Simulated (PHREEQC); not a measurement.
**Copper plating or etch bath**

Solution (50 °C): 0.16 mol/kgw CuSO4, 0.0081 mol/kgw HCl and 0.0023 mol/kgw Na2SO4. Closed to the air; pH follows from the charge balance.

Model: ion-association model, phreeqc.dat, run in PHREEQC.

- pH: 2.83
- ionic strength: 0.314 mol/kgw
- specific conductance: 20600 µS/cm
- density: 1.013 g/cm³
- total alkalinity: -8.10 meq/kg

```tsv
species	molality	activity	log γ
CuSO4	0.0813	0.0874	0.031
Cu+2	0.0775	0.0211	-0.566
SO4-2	0.0744	0.0173	-0.633
Cl-	0.00689	0.00462	-0.173
HSO4-	0.00620	0.00448	-0.142
Na+	0.00418	0.00299	-0.144
H+	0.00190	0.00147	-0.112
CuCl+	0.00120	0.000811	-0.172
NaSO4-	0.000424	0.000301	-0.149
CuCl2	2.40e-6	2.58e-6	0.031
Cu2(OH)2+2	3.26e-7	8.85e-8	-0.567
```

This is a speciation only: nothing precipitates in the calculation. At this temperature some constants are extrapolated from 25 °C, and those without enthalpy data are left unchanged.
